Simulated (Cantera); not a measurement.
# Ignition delay

Mixture: CH4 : O2 : N2 = 1 : 1.33 : 5.01 (molar parts), at 280000 Pa, adiabatic and at constant pressure. Ignition delay is the time to a rise of 400 K.

Cantera simulation using GRI-Mech 3.0 (53 species, 325 reactions); the numbers are that mechanism's predictions, not measurements.

| T0 (K) | delay (ms) |
|---|---|
| 1298 | 6.34 |
| 1373 | 2.59 |
| 1448 | 1.11 |
| 1523 | 0.507 |
| 1598 | 0.245 |
| 1673 | 0.127 |
| 1748 | 0.0701 |

```json
{
  "apparent activation energy between 1598 and 1748 K": "190 kJ/mol"
}
```
